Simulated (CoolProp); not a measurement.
Vapour-liquid equilibrium of propane (1) + neopentane (2) at 284.9 K; x and y are mole fractions of (1).

The numbers come from the multi-fluid Helmholtz-energy mixture model, Lemmon 2009 and Lemmon 2006; pair parameters Bell 2016 in CoolProp.

```csv
x,"bubble pressure, mixture model (MPa)","bubble pressure, Raoult's law (MPa)","y, mixture model","y, Raoult's law"
0.05,0.1233,0.1377,0.149,0.243
0.15,0.1511,0.1936,0.371,0.518
0.25,0.1823,0.2495,0.538,0.670
0.35,0.2196,0.3054,0.670,0.766
0.45,0.2654,0.3613,0.775,0.833
0.55,0.3215,0.4172,0.855,0.882
0.65,0.3886,0.4731,0.914,0.919
0.75,0.4656,0.5290,0.954,0.948
0.85,0.5485,0.5849,0.980,0.972
0.95,0.6306,0.6408,0.995,0.991
```

The largest gap from Raoult's law is -28.1 % in bubble pressure, at x = 0.35. No azeotrope shows between x = 0.05 and 0.95.

Pair parameters are fitted to limited data, so mixtures are less certain than the pure fluids.
